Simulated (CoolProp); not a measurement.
Vapour-liquid equilibrium of acetone (1) + n-heptane (2) at 404.5 K; x and y are mole fractions of (1).

Model: multi-fluid Helmholtz-energy mixture model, Lemmon 2006 and Span 2003; pair parameters Bell 2016, in CoolProp.

```tsv
x	bubble pressure (bar)	y at the bubble point	dew pressure at overall composition x (bar)	liquid density (mol/L)
0.05	3.166	0.244	2.558	5.931
0.125	4.087	0.436	2.764	6.138
0.2	4.828	0.542	3.004	…
0.275	5.422	0.611	3.286	6.604
0.35	5.901	0.660	3.621	6.870
0.425	…	…	4.023	7.164
0.5	6.616	0.731	…	…
0.575	6.893	0.761	5.100	7.861
0.65	7.135	0.791	5.799	8.278
0.725	7.347	0.822	6.553	8.753
0.8	7.531	0.857	7.202	…
0.875	7.678	0.900	7.602	9.919
0.95	7.770	0.954	7.767	…
```

### Question
Some entries are withheld; supply them.

### Answer

- 0.2, liquid density (mol/L): 6.361
- 0.425, bubble pressure (bar): 6.291
- 0.425, y at the bubble point: 0.699
- 0.5, dew pressure at overall composition x (bar): 4.510
- 0.5, liquid density (mol/L): 7.492
- 0.8, liquid density (mol/L): 9.295
- 0.95, liquid density (mol/L): 10.64

No azeotrope shows between x = 0.05 and 0.95.

The pair parameters rest on a limited set of measurements; away from them the model extrapolates.
